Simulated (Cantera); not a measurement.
Feed: 1 mol TiCl₄, 0.11 mol H₂O, held at 1825 K and 0.160 bar.

Equilibrium computed with Cantera from the NASA thermochemical tables; the gas is ideal and each condensed phase is pure. Candidate condensed phases: H₂O, Ti, TiCl₂, TiCl₃, TiCl₄, TiO, TiO₂, Ti₂O₃, Ti₃O₅, Ti₄O₇; 23 gas species. The tables' values for TiCl₂ are old estimates; treat these amounts as uncertain. Kinetics and transport are ignored.

Problem. What is the equilibrium state?

Solution. 
* **x(TiCl₄)**: 0.710
* **x(HCl)**: 0.179
* **x(TiCl₃)**: 0.0564
* **x(Cl)**: 0.0501
* **x(Cl₂)**: 0.00319
* **x(TiOCl₂)**: 0.00204
* **x(TiCl₂)**: 2.63e-5
* **x(H₂O)**: 1.71e-5
* **x(H₂)**: 8.96e-6
* **n(TiO₂(rutile))**: 0.0537 mol
* **gas amount**: 1.232 mol
* **log10 activity of Ti₄O₇(s) (absent)**: -1.21
* **log10 activity of Ti₃O₅(s) (absent)**: -1.31
* **log10 activity of Ti₂O₃(s) (absent)**: -1.88
